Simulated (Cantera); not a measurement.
# H₂S + O₂ (abatement and gas-phase synthesis)

Input: 1 mol H₂S, 0.14 mol O₂, at 2375 °C and 1.00 bar.

Method: chemical equilibrium by Gibbs-energy minimisation in Cantera with the NASA 1993 tables (ideal gas, pure condensed phases). Candidate condensed phases: H₂O, H₂SO₄, S; 19 gas species. Kinetics and transport are ignored.

The x(H₂) comes out as 0.439, the x(S₂) is 0.225 and the x(H₂O) is 0.116. The x(SH) comes out as 0.0663. The x(SO) is 0.0392 and the x(S) comes out as 0.0374. The x(H₂S) is 0.0325. The x(H) comes out as 0.0308 and the x(SO₂) is 0.00972. The gas amount is 1.568 mol. The log10 activity of S(l) (absent) comes out as -2.13.
